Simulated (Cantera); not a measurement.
Charge: 1 mol TiO₂, 1.3 mol C, 10 mol H₂, at 0.000640 bar.

Cantera equilibrium calculation (NASA polynomials, part measured and part estimated; ideal gas, pure solids and liquids). Candidate condensed phases: C, C₆H₆, C₇H₈, C₈H₁₈, H₂O, Ti, TiC, TiO, TiO₂, Ti₂O₃, Ti₃O₅, Ti₄O₇; 113 gas species. Mutual solubility and eutectic melting of coexisting phases are not modelled. TiC, TiO: taken at fixed stoichiometry. Condensed phases not in the tables: solid solutions among these carbides, nitrides and lower oxides. Equilibrium is a limit: real reactors are often held back by kinetics, nucleation or transport.

At 2000 K, list the 5 most abundant gas species with their mole fractions, and the condensed phases.

H₂ 0.837, CO 0.101, H 0.0588, Ti 0.00191, TiO 0.00110. Condensed: TiC(s) + TiO(s).
